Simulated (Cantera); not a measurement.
Charge: 1 mol BCl₃, 0.24 mol H₂O, at 1248.15 K and 0.00133 bar.

Method: chemical equilibrium by Gibbs-energy minimisation in Cantera with the NASA 1993 tables (ideal gas, pure condensed phases). Candidate condensed phases: B, B₂O₃, B₃O₃H₃, H₂O; 33 gas species. The tables' values for BOCl, BCl₂ are old estimates; treat these amounts as uncertain. Equilibrium is a limit: real reactors are often held back by kinetics, nucleation or transport.

Base state: BCl₃ 0.574, HCl 0.362, B₃O₃Cl₃ 0.0591, BOCl 0.00402, Cl 0.000323, H₂ 0.000151, BCl₂ 2.22e-5, B₂O₃ 1.10e-5 (mole fractions); condensed: gas only.

Q: What changes in the equilibrium state with this change: H₂O from 0.24 to 2.4 mol?

A: 
| species | before | after |
|---|---|---|
| HCl | 0.362 | 0.761 |
| H₂O | 1.26e-7 | 0.218 |
| HBO₂ | 9.29e-6 | 0.0205 |
| BCl₃ | 0.574 | 3.94e-9 |
| B₃O₃Cl₃ | 0.0591 | 1.15e-9 |
| (HBO₂)₃ | <1e-9 | 3.65e-5 |
| BCl₂ | 2.22e-5 | <1e-9 |
| BOCl | 0.00402 | 1.08e-5 |
| B₂O₃(l), mol | 0 | 0.459 |
The tables' values for BOCl are old estimates; treat these amounts as uncertain. Gases not in the tables: H₃BO₃.
